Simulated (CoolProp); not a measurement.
A simple Rankine cycle with vinyl chloride: condensing at 306.15 K, boiler at 3.77 MPa, turbine inlet 429 K, turbine efficiency 0.65, pump efficiency 0.6, no recuperator. Each further row changes one setting.

Model: reference Helmholtz-energy equation of state, Thol 2022, in CoolProp.

| case | thermal efficiency (%) | net work (kJ/kg) | heat in (kJ/kg) | turbine exit temperature (K) | volume ratio over the turbine |
|---|---|---|---|---|---|
| as stated | 12.0 | (withheld) | 389 | 334.1 | 7.53 |
| condensing temperature 298.15 K | 13.0 | (withheld) | (withheld) | 326.3 | (withheld) |
| boiler pressure 2.64 MPa | 10.8 | 44.3 | 411 | (withheld) | (withheld) |
| turbine efficiency 0.55 | (withheld) | 38.5 | 389 | (withheld) | 7.76 |

### Question
Complete the blanks.

### Answer

- as stated, net work (kJ/kg): 46.6
- condensing temperature 298.15 K, net work (kJ/kg): 52.1
- condensing temperature 298.15 K, heat in (kJ/kg): 401
- condensing temperature 298.15 K, volume ratio over the turbine: 9.38
- boiler pressure 2.64 MPa, turbine exit temperature (K): 357.9
- boiler pressure 2.64 MPa, volume ratio over the turbine: 5.06
- turbine efficiency 0.55, thermal efficiency (%): 9.9
- turbine efficiency 0.55, turbine exit temperature (K): 342.2
